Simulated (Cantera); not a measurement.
Diamond growth

A diamond (100) surface in a fixed gas of H2 with x(CH4) = 0.0071, x(CH3) = 0.00017, at 975 K, 24.8 Torr; coverages are run to steady state.

Detailed kinetics in Cantera: the Harris–Goodwin 1993 mechanism for the reconstructed diamond (100) surface.

```json
[
 {"x(H)": "0.0001", "growth (µm/h)": "0.576", "θ c6HH": "0.456", "θ c6H*": "0.0106", "θ c6*H": "0.232", "θ c6**": "0.00261", "θ c6HM": "0.223"},
 {"x(H)": "0.00024", "growth (µm/h)": "1.09", "θ c6HH": "0.485", "θ c6H*": "0.0120", "θ c6*H": "0.264", "θ c6**": "0.00422", "θ c6HM": "0.176"},
 {"x(H)": "0.0006", "growth (µm/h)": "1.70", "θ c6HH": "0.534", "θ c6H*": "0.0136", "θ c6*H": "0.299", "θ c6**": "0.00587", "θ c6HM": "0.110"},
 {"x(H)": "0.0015", "growth (µm/h)": "2.17", "θ c6HH": "0.575", "θ c6H*": "0.0149", "θ c6*H": "0.327", "θ c6**": "0.00704", "θ c6HM": "0.0563"},
 {"x(H)": "0.0036", "growth (µm/h)": "2.43", "θ c6HH": "0.599", "θ c6H*": "0.0156", "θ c6*H": "0.343", "θ c6**": "0.00767", "θ c6HM": "0.0263"},
 {"x(H)": "0.0087", "growth (µm/h)": "2.56", "θ c6HH": "0.611", "θ c6H*": "0.0160", "θ c6*H": "0.350", "θ c6**": "0.00797", "θ c6HM": "0.0115"},
 {"x(H)": "0.021", "growth (µm/h)": "2.62", "θ c6HH": "0.616", "θ c6H*": "0.0162", "θ c6*H": "0.353", "θ c6**": "0.00812", "θ c6HM": "0.00485"},
 {"x(H)": "0.052", "growth (µm/h)": "2.64", "θ c6HH": "0.618", "θ c6H*": "0.0165", "θ c6*H": "0.355", "θ c6**": "0.00820", "θ c6HM": "0.00198"},
 {"x(H)": "0.13", "growth (µm/h)": "2.66", "θ c6HH": "0.619", "θ c6H*": "0.0170", "θ c6*H": "0.355", "θ c6**": "0.00830", "θ c6HM": "0.000797"}
]
```
θ: site fractions in the mechanism's names (c6HH fully hydrogenated, c6H* and c6*H radical sites, c6** diradical, c6HM methylated).
